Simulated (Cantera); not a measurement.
Cantera run:

```python
import numpy as np
import cantera as ct

gas_names = """
    AL ALCL ALCL2 ALCL3 ALH ALN AL2 AL2CL6 CL CL2 H HCL H2 N NH NH2 NH3 N2 N2H2 N2H4
""".split()
cond_names = """
    AL(cr) AL(L) ALCL3(s) ALCL3(L) ALN(s) NH4CL(a) NH4CL(b)
""".split()


def load(file, names, dense=False):
    # The tables refer to 1 bar. Condensed volumes are neglected.
    table = {s.name: s for s in ct.Species.list_from_file(file)}
    out = []
    for n in names:
        d = dict(table[n].input_data)
        d["thermo"] = dict(d["thermo"], **{"reference-pressure": 1e5})
        if dense:
            d["equation-of-state"] = {"model": "constant-volume", "density": "1e6 g/cm^3"}
        out.append(ct.Species.from_dict(d))
    return out


gas = ct.Solution(thermo="ideal-gas", species=load("nasa_gas.yaml", gas_names))
cond = {s.name: ct.Solution(thermo="fixed-stoichiometry", species=[s], name=s.name)
        for s in load("nasa_condensed.yaml", cond_names, dense=True)}
atoms = {
    'AlCl3': {'AL': 1, 'CL': 3},
    'HCl': {'H': 1, 'CL': 1},
    'H2': {'H': 2},
    'NH3': {'N': 1, 'H': 3},
}
top_T = {'ALN(s)': 2750}  # K; cautious upper limits of use, not melting points


def equilibrate(T, P, feed):
    n = {}
    for name, mol in feed.items():
        for a, k in atoms[name].items():
            n[a] = n.get(a, 0.0) + k * mol
    gas.TPX = T, P, n
    mass = sum(n.values()) * gas.mean_molecular_weight
    gas.equilibrate("TP")
    valid = [c for c in cond.values() if c.min_temp <= T <= top_T.get(c.name, c.max_temp)]
    mix = ct.Mixture([(gas, mass / gas.mean_molecular_weight)] + [(c, 0.0) for c in valid])
    mix.T, mix.P = T, P
    mix.equilibrate("TP", solver="vcs", rtol=1e-11, max_steps=5000)
    return mix


results = []
feed = {'AlCl3': 1, 'HCl': 0.86, 'H2': 14, 'NH3': 1.3}  # mol
T = 1073.15  # K
P = 320  # Pa
mix = equilibrate(T, P, feed)
results.append((T, P, feed, dict(zip(mix.species_names, mix.species_moles))))
print(gas.report(threshold=1e-05))
for i in range(1, mix.n_phases):
    print(f"{mix.phase(i).name:16s} {mix.phase_moles(i):12.5e} mol")
```

It prints:

```
       temperature   1073.2 K
          pressure   320 Pa
           density   0.00040192 kg/m^3
  mean mol. weight   11.207 kg/kmol
   phase of matter   gas

                          1 kg             1 kmol
                     ---------------   ---------------
          enthalpy       -7.1325e+05       -7.9934e+06  J
   internal energy       -1.5094e+06       -1.6916e+07  J
           entropy             21238        2.3801e+05  J/K
    Gibbs function       -2.3504e+07       -2.6341e+08  J
 heat capacity c_p              2939             32937  J/K
 heat capacity c_v            2197.1             24623  J/K

                      mass frac. Y      mole frac. X     chem. pot. / RT
                     ---------------   ---------------   ---------------
             ALCL2        0.00024811        2.8407e-05           -86.122
             ALCL3           0.51572          0.043348           -117.41
               HCL           0.25698          0.078993           -43.088
                H2           0.15251           0.84781           -23.594
                N2          0.074528          0.029815           -34.305
     [  +15 minor]        1.3743e-05         2.051e-06

AL(L)             0.00000e+00 mol
ALCL3(L)          0.00000e+00 mol
ALN(s)            1.99217e-01 mol
```

Method: chemical equilibrium by Gibbs-energy minimisation in Cantera with the NASA 1993 tables (ideal gas, pure condensed phases). The tables' values for AlCl2 are old estimates; treat these amounts as uncertain.
